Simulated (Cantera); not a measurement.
## Thermodynamics of carbon deposition, reforming and gasification, feed toluene + CO2 + H2

Charge: 1 mol toluene, 3.3 mol CO2, 10 mol H2, at 1800 K and 80.0 mbar.

Equilibrium computed with Cantera from the NASA thermochemical tables; the gas is ideal and each condensed phase is pure. Candidate condensed phases: C, C6H6, C7H8, C8H18, H2O; 110 gas species. The numbers say what is thermodynamically allowed, not how fast it happens.

```json
{
  "x(H2)": "0.679",
  "x(CO)": "0.320",
  "x(H)": "0.00104",
  "x(C2H2 (acetylene))": "0.000119",
  "x(CH4)": "2.83e-5",
  "x(H2O)": "4.96e-6",
  "n(C(graphite))": "3.69 mol",
  "gas_amount": "20.61 mol"
}
```
